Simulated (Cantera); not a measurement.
Charge: 1 mol B₂H₆, 10 mol H₂, at 51.0 Pa.

Equilibrium computed with Cantera from the NASA thermochemical tables; the gas is ideal and each condensed phase is pure. Candidate condensed phases: B; 7 gas species. The feed counts by its element totals alone. The tables' values for BH₂ are old estimates; treat these amounts as uncertain. Kinetics and transport are ignored. All values below are at 1477 °C.

Base state: H₂ 0.990, H 0.0102, BH₂ 8.92e-5 (mole fractions); condensed: B(s).

Problem. What changes in the equilibrium state with this change: pressure from 51.0 Pa to 2500 Pa?

Solution. 
| species | before | after |
|---|---|---|
| H₂ | 0.990 | 0.998 |
| H | 0.0102 | 0.00147 |
| BH₂ | 8.92e-5 | 9.00e-5 |
| B(s), mol | 2.00 | 2.00 |
